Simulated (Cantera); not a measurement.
## SiHCl3 + N2 (silicon nitride deposition)

Charge: 1 mol SiHCl3, 17 mol N2, held at 0.133 bar.

Equilibrium computed with Cantera from the NASA thermochemical tables; the gas is ideal and each condensed phase is pure. Candidate condensed phases: NH4Cl, Si, Si3N4; 28 gas species. N2 is the only nitrogen source here; it is nearly inert below about 1500 K, so the nitride shown seldom forms there in practice. The tables' values for SiCl3 are old estimates; treat these amounts as uncertain. Rates play no part.

| T (K) | log p N2 | log p HCl | log p SiCl2 | log p SiCl4 | log p SiCl3 | n Si3N4(s) |
|---|---|---|---|---|---|---|
| 1025 | -0.91 | -2.21 | -7.24 | -2.40 | -5.48 | 0.152 |
| 1075 | -0.91 | -2.21 | -6.57 | -2.40 | -5.09 | 0.153 |
| 1125 | -0.91 | -2.21 | -5.97 | -2.41 | -4.73 | 0.154 |
| 1175 | -0.91 | -2.20 | -5.41 | -2.41 | -4.41 | 0.154 |
| 1225 | -0.91 | -2.20 | -4.91 | -2.41 | -4.11 | 0.154 |
| 1275 | -0.91 | -2.20 | -4.45 | -2.42 | -3.84 | 0.153 |
| 1325 | -0.91 | -2.19 | -4.02 | -2.44 | -3.60 | 0.151 |
| 1375 | -0.91 | -2.19 | -3.64 | -2.46 | -3.38 | 0.146 |
| 1425 | -0.91 | -2.19 | -3.29 | -2.50 | -3.19 | 0.137 |
| 1475 | -0.91 | -2.20 | -2.98 | -2.58 | -3.04 | 0.121 |
| 1525 | -0.92 | -2.21 | -2.72 | -2.69 | -2.94 | 0.0977 |
| 1575 | -0.92 | -2.22 | -2.51 | -2.87 | -2.90 | 0.0668 |
| 1625 | -0.92 | -2.24 | -2.35 | -3.12 | -2.92 | 0.0334 |
log p: log10 of the partial pressure in bar; n: condensed amount in mol.

From 1025 K to 1625 K the condensed part is Si3N4(s). The main Si-bearing gas is SiCl4 at 1025 K and SiCl2 at 1625 K.
